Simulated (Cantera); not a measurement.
Standard-state values (1 bar) from the NASA 1993 polynomials, evaluated with Cantera. Values are per mole of reaction as written; species without (g) are pure solids or liquids, kept so even where they would boil at 1 bar.

SiC2(g) + 2 S2(g) → Si + 2 CS2(g)

| T (K) | ΔH° (kJ) | ΔS° (J/K) | ΔG° (kJ) | log10 K | condensed phases |
|---|---|---|---|---|---|
| 1198 | ? | ? | ? | ? | Si(s) |
| 1298 | -627.7 | -185.7 | -386.7 | 15.56 | Si(s) |
| 1398 | ? | ? | ? | ? | Si(s) |
| 1498 | ? | ? | ? | ? | Si(s) |
| 1598 | -623.6 | -182.8 | -331.4 | 10.83 | Si(s) |
| 1698 | -572.0 | -152.3 | -313.4 | 9.64 | Si(l) |
| 1798 | -570.8 | -151.6 | -298.2 | 8.66 | Si(l) |
| 1898 | -569.6 | -151.0 | -283.1 | 7.79 | Si(l) |
| 1998 | -568.5 | -150.4 | -268.1 | 7.01 | Si(l) |
| 2098 | -567.4 | -149.9 | -253.0 | 6.30 | Si(l) |

**Question.** Some entries are withheld; supply them.

**Answer.** 
- 1198, ΔH° (kJ): -629.1
- 1198, ΔS° (J/K): -186.8
- 1198, ΔG° (kJ): -405.3
- 1198, log10 K: 17.67
- 1398, ΔH° (kJ): -626.4
- 1398, ΔS° (J/K): -184.7
- 1398, ΔG° (kJ): -368.2
- 1398, log10 K: 13.76
- 1498, ΔH° (kJ): -625.0
- 1498, ΔS° (J/K): -183.7
- 1498, ΔG° (kJ): -349.8
- 1498, log10 K: 12.20
